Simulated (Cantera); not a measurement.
# Silicon oxide and oxynitride deposition: SiH4 + H2O

Feed: 1 mol SiH4, 27 mol H2O, held at 100000 Pa.

Cantera equilibrium calculation (NASA polynomials, part measured and part estimated; ideal gas, pure solids and liquids). Candidate condensed phases: H2O, Si, SiO2; 18 gas species. The tables hold silica as quartz up to 1696 K and as liquid above; real silica turns to tridymite and cristobalite and melts near 1996 K. Gases not in the tables: Si(OH)4. Rates play no part.

```
T (K)  log p H2O  log p H2  log p H  log p OH  log p SiO  log p O2  log p O  n SiO2(β-quartz)  n SiO2(condensed)
-----  ---------  --------  -------  --------  ---------  --------  -------  ----------------  -----------------
923        -0.06     -0.86   -10.04      <-12       <-12      <-12     <-12              1.00                  0
1023       -0.06     -0.86    -8.81    -10.60       <-12      <-12     <-12              1.00                  0
1123       -0.06     -0.86    -7.80     -9.29       <-12      <-12     <-12              1.00                  0
1223       -0.06     -0.86    -6.95     -8.20       <-12      <-12     <-12              1.00                  0
1323       -0.06     -0.86    -6.23     -7.27       <-12      <-12     <-12              1.00                  0
1423       -0.06     -0.86    -5.61     -6.48     -10.58    -10.80   -11.27              1.00                  0
1523       -0.06     -0.86    -5.07     -5.78      -9.28     -9.59   -10.05              1.00                  0
1623       -0.06     -0.86    -4.59     -5.17      -8.14     -8.53    -8.99              1.00                  0
1723       -0.06     -0.86    -4.17     -4.63      -7.14     -7.60    -8.04                 0              1.000
1823       -0.06     -0.86    -3.79     -4.15      -6.26     -6.76    -7.20                 0              1.000
```
log p: log10 of the partial pressure in bar; n: condensed amount in mol.

From 923 K to 1623 K the condensed part is SiO2(β-quartz). From 1723 K to 1823 K the condensed part is SiO2(condensed).
